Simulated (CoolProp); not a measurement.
A simple Rankine cycle with R245fa: condensing at 290.15 K, boiler at 1.16 MPa, turbine inlet 439 K, turbine efficiency 0.8, pump efficiency 0.6, no recuperator. Each further row changes one setting.

The numbers come from the reference Helmholtz-energy equation of state, Akasaka 2015 in CoolProp.

| case | thermal efficiency (%) | net work (kJ/kg) | heat in (kJ/kg) | turbine exit temperature (K) | volume ratio over the turbine |
|---|---|---|---|---|---|
| as stated | 13.3 | 44.0 | 332 | 387.4 | 10.3 |
| condensing temperature 282.15 K | 14.6 | 50.0 | 343 | 381.2 | 14.0 |
| boiler pressure 0.812 MPa | 11.5 | 38.7 | 336 | 396.3 | 7.10 |
| turbine efficiency 0.7 | 11.5 | 38.4 | 332 | 392.9 | 10.4 |
